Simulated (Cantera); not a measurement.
## Adiabatic ignition

An adiabatic, constant-pressure homogeneous reactor starts with C3H8 : O2 : N2 = 1 : 4.17 : 15.7 (molar parts), equivalence ratio 1.2, at 1300 K and 11300 Torr.

Cantera simulation using GRI-Mech 3.0 (53 species, 325 reactions); the numbers are that mechanism's predictions, not measurements. GRI-Mech 3.0 was tuned for natural gas; its chemistry of propane as a main component is partial and can be far from experiment. The pressure lies above the range GRI-Mech 3.0 was tuned for (to about 10 atm).

```json
[
 {"t (s)": "1.00e-6", "T (K)": "1300", "x C3H8": "0.0479", "x O2": "0.200", "x C2H6": "1.05e-8", "x O": "1.84e-9", "x NO": "<1e-12", "x NO2": "<1e-12"},
 {"t (s)": "3.89e-6", "T (K)": "1300", "x C3H8": "0.0479", "x O2": "0.200", "x C2H6": "7.50e-7", "x O": "5.79e-9", "x NO": "<1e-12", "x NO2": "<1e-12"},
 {"t (s)": "1.52e-5", "T (K)": "1300", "x C3H8": "0.0476", "x O2": "0.200", "x C2H6": "4.18e-5", "x O": "1.85e-8", "x NO": "<1e-12", "x NO2": "<1e-12"},
 {"t (s)": "5.90e-5", "T (K)": "1301", "x C3H8": "0.0460", "x O2": "0.199", "x C2H6": "0.000346", "x O": "2.65e-8", "x NO": "<1e-12", "x NO2": "<1e-12"},
 {"t (s)": "0.000230", "T (K)": "1380", "x C3H8": "0.0228", "x O2": "0.176", "x C2H6": "0.00225", "x O": "2.62e-6", "x NO": "2.35e-11", "x NO2": "8.40e-12"},
 {"t (s)": "0.000894", "T (K)": "2872", "x C3H8": "<1e-12", "x O2": "0.00284", "x C2H6": "<1e-12", "x O": "0.000990", "x NO": "0.00438", "x NO2": "1.25e-6"},
 {"t (s)": "0.00348", "T (K)": "2872", "x C3H8": "<1e-12", "x O2": "0.00284", "x C2H6": "<1e-12", "x O": "0.000989", "x NO": "0.00440", "x NO2": "1.26e-6"},
 {"t (s)": "0.0136", "T (K)": "2872", "x C3H8": "<1e-12", "x O2": "0.00284", "x C2H6": "<1e-12", "x O": "0.000989", "x NO": "0.00440", "x NO2": "1.26e-6"},
 {"t (s)": "0.0528", "T (K)": "2872", "x C3H8": "<1e-12", "x O2": "0.00284", "x C2H6": "<1e-12", "x O": "0.000989", "x NO": "0.00440", "x NO2": "1.26e-6"},
 {"t (s)": "0.205", "T (K)": "2872", "x C3H8": "<1e-12", "x O2": "0.00284", "x C2H6": "<1e-12", "x O": "0.000989", "x NO": "0.00440", "x NO2": "1.26e-6"},
 {"t (s)": "0.800", "T (K)": "2872", "x C3H8": "<1e-12", "x O2": "0.00284", "x C2H6": "<1e-12", "x O": "0.000989", "x NO": "0.00440", "x NO2": "1.26e-6"}
]
```
x: mole fraction; the columns are a selection and need not sum to one.

The time of steepest temperature rise is 0.239 ms, the temperature at 0.800 s is 2872 K and the equilibrium temperature comes out as 2872 K. The x(C3H8) at 0.800 s is <1e-12 (gas-phase equilibrium <1e-12), the x(O2) at 0.800 s comes out as 0.00284 (gas-phase equilibrium 0.00284) and the x(C2H6) at 0.800 s is <1e-12 (gas-phase equilibrium <1e-12).
